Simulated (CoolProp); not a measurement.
Vapour-liquid equilibrium of CHF3 (R23) (1) + sulfur hexafluoride (2) at 0.918 MPa; x and y are mole fractions of (1).

Values from CoolProp's multi-fluid Helmholtz-energy mixture model, Penoncello 2003 and Guder 2009; pair parameters Bell 2016.

Give the bubble temperature and the first vapour's composition at x = 0.05, 0.85, 0.95. Is there an azeotrope?

x = 0.05: 256.7 K, y = 0.170; x = 0.85: 239.4 K, y = 0.841; x = 0.95: 239.9 K, y = 0.938. y crosses x between x = 0.75 and 0.85: the model has an azeotrope there.

The pair parameters rest on a limited set of measurements; away from them the model extrapolates.
